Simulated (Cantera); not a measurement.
A Cantera script and its output.

```python
import numpy as np
import cantera as ct

gas = ct.Solution("gri30.yaml")
gas.TPX = 1098, 420000, {'CH3OH': 0.012, 'O2': 0.0034, 'N2': 1}
inlet = ct.Reservoir(gas, clone=True)

reactor = ct.IdealGasConstPressureReactor(gas, energy="off", clone=False)
exhaust = ct.Reservoir(gas, clone=True)
tau = [4.4, 1, 0.25, 0.058, 0.014, 0.0033, 0.00078][0]
for a, b in ((inlet, reactor), (reactor, exhaust)):
    ct.MassFlowController(a, b, mdot=lambda t: reactor.mass / tau)
net = ct.ReactorNet([reactor])
show = ['CH3OH', 'O2', 'CH2', 'CO2', 'H2O', 'O', 'H2']

rows = []
print(f"{'tau/s':>10s}{'T/K':>9s}" + "".join(f"{s:>11s}" for s in show))
for tau in [4.4, 1, 0.25, 0.058, 0.014, 0.0033, 0.00078]:
    net.initial_time = 0.0
    net.advance(30 * tau)
    before = gas.X
    net.advance(40 * tau)
    drift = np.max(np.abs(gas.X - before) / (gas.X + 1e-9))
    rows.append([gas.T, *gas[show].X, drift])
    print(f"{tau:10.3e}{gas.T:9.1f}" + "".join(f"{x:11.3e}" for x in gas[show].X))
```

Output:

```
     tau/s      T/K      CH3OH         O2        CH2        CO2        H2O          O         H2
 4.400e+00   1098.0  1.174e-05  4.674e-05  7.325e-12  1.439e-03  5.061e-03  6.842e-10  1.802e-02
 1.000e+00   1098.0  1.205e-04  1.506e-04  1.025e-11  1.687e-03  4.585e-03  8.926e-10  1.826e-02
 2.500e-01   1098.0  4.349e-04  2.121e-04  3.754e-11  1.473e-03  4.672e-03  1.272e-09  1.740e-02
 5.800e-02   1098.0  1.129e-03  2.872e-04  2.007e-10  1.007e-03  4.972e-03  2.378e-09  1.542e-02
 1.400e-02   1098.0  2.611e-03  4.470e-04  8.407e-10  5.486e-04  5.041e-03  4.169e-09  1.188e-02
 3.300e-03   1098.0  6.419e-03  1.260e-03  8.358e-10  1.302e-04  3.595e-03  4.456e-09  5.063e-03
 7.800e-04   1098.0  1.182e-02  3.348e-03  2.075e-11  7.272e-09  4.664e-08  1.847e-12  6.516e-08
```

Detailed kinetics in Cantera: GRI-Mech 3.0 (53 species, 325 reactions). GRI-Mech 3.0 was tuned for natural gas; its chemistry of methanol as a main component is partial and can be far from experiment.
